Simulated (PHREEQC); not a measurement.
Dissolve 0.019 mol NH4HS per kg of water at 25 °C. It is in equilibrium with CO2 at log p = -3.5 (atm). Otherwise closed; pH follows from the charge balance.

Model: ion-association model, phreeqc.dat, run in PHREEQC.

### Question
The ionic strength comes out as 0.0181 mol/kgw. What activity coefficients do HS-, NH4+, OH-, HCO3-, CO3-2 get?

### Answer
HS- 0.87, NH4+ 0.87, OH- 0.87, HCO3- 0.88, CO3-2 0.60.

Precipitation was switched off in this run.
